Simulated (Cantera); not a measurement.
Charge: 1 mol trisilylamine, 0.35 mol N2, 35 mol H2, at 13.3 mbar.

Method: chemical equilibrium by Gibbs-energy minimisation in Cantera with the NASA 1993 tables (ideal gas, pure condensed phases). Candidate condensed phases: Si, Si3N4; 18 gas species. The feed counts by its element totals alone. Mutual solubility and eutectic melting of coexisting phases are not modelled. Gases not in the tables: Si2H6 and higher silanes. Rates play no part.

### Question
Which condensed phases are stable at each of these points (T (K)): 948, 1023, 1098, 1173, 1248, 1323, 1398, 1473, 1548, 1623, 1698?

### Answer
```
T (K)  condensed phases  Si condensed (%)
-----  ----------------  ----------------
948    Si(s) + Si3N4(s)             100.0
1023   Si(s) + Si3N4(s)             100.0
1098   Si(s) + Si3N4(s)             100.0
1173   Si(s) + Si3N4(s)             100.0
1248   Si(s) + Si3N4(s)             100.0
1323   Si(s) + Si3N4(s)             100.0
1398   Si(s) + Si3N4(s)             100.0
1473   Si(s) + Si3N4(s)             100.0
1548   Si(s) + Si3N4(s)             100.0
1623              Si(s)             100.0
1698              Si(l)              99.9
```

From 948 K to 1548 K the condensed part is Si(s) + Si3N4(s). At 1623 K the condensed part is Si(s). At 1698 K the condensed part is Si(l).
